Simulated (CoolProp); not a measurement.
Properties of R1132(E) along the isobar 1.76 MPa.

The numbers come from the reference Helmholtz-energy equation of state, Akasaka 2024 in CoolProp.

```
T (K)  phase  density (kg/m³)  cp (kJ/(kg K))  cv (kJ/(kg K))  isothermal compressibility (1/MPa)
-----  -----  ---------------  --------------  --------------  ----------------------------------
306.8    gas            56.79           1.324          0.9276                              0.7770
316.1    gas            53.22           1.266          0.9257                              0.7355
325.4    gas            50.28           1.229          0.9276                              0.7066
334.8    gas            47.77           1.206          0.9323                              0.6851
344.1    gas                ?           1.192          0.9390                              0.6686
353.4    gas                ?           1.185               ?                              0.6556
362.7    gas            42.04           1.181          0.9567                              0.6449
372      gas            40.52           1.181          0.9671                              0.6361
381.4    gas            39.12           1.184          0.9783                              0.6286
390.7    gas            37.85           1.188          0.9900                                   ?
400      gas            36.68           1.194           1.002                              0.6168
```

Task: Complete the blanks.

Result: 
- 344.1, density (kg/m³): 45.63
- 353.4, density (kg/m³): 43.73
- 353.4, cv (kJ/(kg K)): 0.9473
- 390.7, isothermal compressibility (1/MPa): 0.6223
